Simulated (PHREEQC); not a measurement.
A made-up water analysis in mg/kgw, 80 °C, pH 7.01, pe 1.3: Na 1490; K 138; Ca 358; Mg 90.5; Cl 3320; S(6) as SO4 162; Alkalinity as HCO3 12.7; Mn(2) 3.56; F 5.7.

Valence states are taken as typed.

Model: ion-association model, phreeqc.dat, run in PHREEQC.

This is a speciation only: nothing precipitates in the calculation.

**Question.** What specific conductance, density, charge-balance error does the model give?

**Answer.** specific conductance 24300 µS/cm; density 0.976 g/cm³; charge-balance error -2.0 %.

**Question.** In which forms is Ca present?

**Answer.** Ca+2 97 %, CaSO4 2.7 % of the Ca.

The solution is supersaturated, for example in Fluorite, so a real one may precipitate; this is no full list. At this temperature some constants are extrapolated from 25 °C, and those without enthalpy data are left unchanged.
